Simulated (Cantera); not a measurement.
Feed: 1 mol Si, 5.7 mol F2, at 0.0330 bar.

These are equilibrium values from Cantera (NASA tables, ideal gas, pure condensed phases), not measurements of a reactor. Candidate condensed phases: Si; 9 gas species. Rates play no part.

Problem. At 950 °C, list the 3 most abundant gas species with their mole fractions, and the condensed phases.

Solution. F 0.813, SiF4 0.126, F2 0.0604. Condensed: gas only.
